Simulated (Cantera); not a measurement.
Input: 1 mol Si3N4, 0.053 mol CO2, 370 mol H2, equilibrated at 1027 °C and 0.120 Pa.

Method: chemical equilibrium by Gibbs-energy minimisation in Cantera with the NASA 1993 tables (ideal gas, pure condensed phases). Candidate condensed phases: C, C6H6, C7H8, C8H18, H2O, Si, SiC, SiO2, Si2N2O, Si3N4; 151 gas species. Mutual solubility and eutectic melting of coexisting phases are not modelled. Rates play no part.

Base state: H2 0.993, N2 0.00537, H 0.00101, SiO 0.000281, Si 3.61e-5 (mole fractions); condensed: Si(s) + SiC(s).

Problem. What changes in the equilibrium state with this change: temperature from 1027 °C to 1325 °C?

Solution. 
| species | before | after |
|---|---|---|
| H2 | 0.993 | 0.940 |
| H | 0.00101 | 0.0472 |
| Si | 3.61e-5 | 0.00763 |
| SiH | 3.27e-7 | 1.78e-5 |
| CO | 3.32e-6 | 0.000129 |
| SiO | 0.000281 | 0.000147 |
| N2 | 0.00537 | 0.00520 |
| Si(s), mol | 2.83 | 0 |
| SiC(s), mol | 0.0517 | 0 |
